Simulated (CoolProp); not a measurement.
CF4 (R14) along the isotherm 236.2 K: density (kg/m³) from the reference equation and from simpler models built on Tc = 227.4 K, pc = 37.62 bar, ω = 0.178; each cubic takes its own stable root.

Computed with CoolProp (reference Helmholtz-energy equation of state, Platzer 1990). This equation is an older, rougher fit; its heat capacities, sound speeds and derivatives of the liquid may be far off and weren't checked against measurements.

```
p (bar)          phase  reference  ideal gas  Redlich-Kwong  Peng-Robinson
-------  -------------  ---------  ---------  -------------  -------------
5.13               gas      24.00      22.99          24.01          24.12
10.3               gas      50.56      46.16          50.62          51.10
15.4               gas      79.70      69.01          79.88          81.02
20.5               gas      112.7      91.86          113.1          115.3
25.7               gas      151.9      115.2          152.7          156.4
30.8               gas      198.6      138.0          200.0          205.6
35.9               gas      259.5      160.9          261.9          269.8
41       supercritical      351.2      183.7          356.5          363.8
46.2     supercritical      536.0      207.0          547.5          534.1
51.3     supercritical      752.6      229.9          692.9          709.8
56.4     supercritical      853.5      252.7          767.2          807.2
```
